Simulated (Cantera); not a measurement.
A closed system holds: 1 mol Si, 0.025 mol CO2, 51 mol N2, equilibrated at 1350 °C and 2.10 mbar.

These are equilibrium values from Cantera (NASA tables, ideal gas, pure condensed phases), not measurements of a reactor. Candidate condensed phases: C, Si, SiC, SiO2, Si2N2O, Si3N4; 34 gas species. Mutual solubility and eutectic melting of coexisting phases are not modelled. Kinetics and transport are ignored.

Base state: N2 0.999, SiO 0.000748, CO 0.000244, Si 2.64e-5 (mole fractions); condensed: SiC(s) + Si3N4(s).

Question: What changes in the equilibrium state with this change: pressure from 2.10 mbar to 47.0 mbar?

Answer: 
| species | before | after |
|---|---|---|
| N2 | 0.999 | 0.999 |
| CO | 0.000244 | 0.000496 |
| SiO | 0.000748 | 6.13e-5 |
| Si | 2.64e-5 | 1.48e-7 |
| SiC(s), mol | 0.0127 | 0 |
| Si3N4(s), mol | 0.316 | 0.318 |
| Si2N2O(s), mol | 0 | 0.0219 |
